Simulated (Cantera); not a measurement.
# Ignition delay

Mixture: 14.0 % CH₄, 1.08 % H₂, 17.8 % O₂, 67.1 % N₂, at 1000000 Pa, adiabatic and at constant volume. Ignition delay is the time to a rise of 400 K.

Model: GRI-Mech 3.0 (53 species, 325 reactions), integrated in Cantera.

```tsv
T0 (K)	delay (ms)
1173	2.62
1248	1.36
1323	0.704
1398	0.361
1473	0.186
1548	0.0970
1623	0.0520
```

```
Item                                                     Value
--------------------------------------------------  ----------
apparent activation energy between 1473 and 1623 K  170 kJ/mol
```
